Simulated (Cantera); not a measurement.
Input: 1 mol Al, 360 mol NH₃, 410 mol N₂, equilibrated at 1000 °C and 10.0 mbar.

Method: chemical equilibrium by Gibbs-energy minimisation in Cantera with the NASA 1993 tables (ideal gas, pure condensed phases). Candidate condensed phases: Al, AlN; 13 gas species. Kinetics and transport are ignored.

Base state: N₂ 0.522, H₂ 0.478 (mole fractions); condensed: AlN(s).

Problem. What changes in the equilibrium state with this change: temperature from 1000 °C to 1850 °C?

Solution. 
```
species       before     after
-----------  -------  --------
N₂             0.522     0.515
H₂             0.478     0.459
H            4.93e-6    0.0243
Al             <1e-9  0.000861
AlH            <1e-9   1.26e-5
AlN(s), mol     1.00         0
```
